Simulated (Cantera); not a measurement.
NiS + H₂ (hydrogen reduction and annealing atmospheres)

Charge: 1 mol NiS, 1.4 mol H₂, equilibrated at 1098 K and 1350 Torr.

Method: chemical equilibrium by Gibbs-energy minimisation in Cantera with the NASA 1993 tables (ideal gas, pure condensed phases). Candidate condensed phases: Ni, NiS, NiS₂, Ni₃S₂, Ni₃S₄, S; 9 gas species. Kinetics and transport are ignored.

```yaml
x(H₂): 0.762
x(H₂S): 0.238
x(S₂): 2.03e-5
x(SH): 7.18e-6
n(Ni₃S₂(l)): 0.333 mol
gas_amount: 1.400 mol
log10 activity of NiS(s) (absent): -0.57
log10 activity of Ni(s) (absent): -1.19
log10 activity of NiS₂(s) (absent): -2.68
```
